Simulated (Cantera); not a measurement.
Cantera run:

```python
import numpy as np
import cantera as ct

gas_names = """
    B BH BH2 BH3 BN BO BO2 B2 B2O B2O2 B2O3 B3O3H3 H HBO HBO2 HNO HNO2 HNO3 HO2 H2 H2O H2O2 H3B3O6 N NH
    NH2 NH3 NH2OH NO NO2 NO3 N2 N2H2 N2H4 N2O O OH O2 O3
""".split()
cond_names = """
    B(b) B(L) BN(s) B2O3(L) B3O3H3(cr) H2O(s) H2O(L)
""".split()


# ... load() reads the species with a 1 bar reference pressure and builds the phases ...
atoms = {
    'B2O3': {'B': 2, 'O': 3},
    'H2O': {'H': 2, 'O': 1},
    'N2': {'N': 2},
}
top_T = {'BN(s)': 3200}  # K; cautious upper limits of use, not melting points


# ... equilibrate(T, P, feed) seeds the gas with the atoms and calls Mixture.equilibrate('TP', solver="vcs", rtol=1e-11, max_steps=5000) ...
results = []
feed = {'B2O3': 1, 'H2O': 10, 'N2': 4.5}  # mol
P = 1000  # Pa
for T in [1098, 1173, 1248, 1323, 1398, 1473, 1548, 1623, 1698, 1773, 1848, 1923, 1998]:
    mix = equilibrate(T, P, feed)
    results.append((T, P, feed, dict(zip(mix.species_names, mix.species_moles))))

top = {s: max(r[3][s] / sum(r[3][g] for g in gas_names) for r in results) for s in gas_names}
cols = sorted((s for s in top if top[s] > 0.0001), key=lambda s: -top[s])[:6]
seen = [c for c in cond_names if any(r[3].get(c, 0) > 1e-12 for r in results)]
print("log10 of partial pressures in bar; condensed amounts in mol")
print(f"{'T/K':>10s}" + "".join(f"{s[:9]:>10s}" for s in cols + seen))
for T, P, feed, n in results:
    ng = sum(n[g] for g in gas_names)
    print(f"{T:10.4g}" + "".join(f"{np.log10(max(n[s] / ng * P / 1e5, 1e-99)):10.3f}" for s in cols)
          + "".join(f"{n.get(c, 0):10.4g}" for c in seen))
```

Output:

```
log10 of partial pressures in bar; condensed amounts in mol
       T/K       H2O        N2      HBO2        H2        O2        OH   B2O3(L)
      1098    -2.163    -2.508    -4.855    -7.267    -7.596    -8.493     0.968
      1173    -2.164    -2.509    -4.333    -6.762    -7.096    -7.874    0.9503
      1248    -2.169    -2.511    -3.880    -6.318    -6.659    -7.331    0.8917
      1323    -2.180    -2.515    -3.484    -5.929    -6.276    -6.855    0.7484
      1398    -2.202    -2.524    -3.139    -5.588    -5.945    -6.438    0.4439
      1473    -2.236    -2.537    -2.897    -5.290    -5.658    -6.073         0
      1548    -2.236    -2.537    -2.898    -5.001    -5.377    -5.724         0
      1623    -2.237    -2.538    -2.900    -4.738    -5.122    -5.406         0
      1698    -2.238    -2.538    -2.902    -4.499    -4.890    -5.118         0
      1773    -2.240    -2.539    -2.905    -4.281    -4.679    -4.854         0
      1848    -2.244    -2.540    -2.909    -4.081    -4.486    -4.613         0
      1923    -2.249    -2.541    -2.914    -3.897    -4.309    -4.391         0
      1998    -2.257    -2.544    -2.920    -3.730    -4.147    -4.189         0
```

Method: chemical equilibrium by Gibbs-energy minimisation in Cantera with the NASA 1993 tables (ideal gas, pure condensed phases). Gases not in the tables: H3BO3.
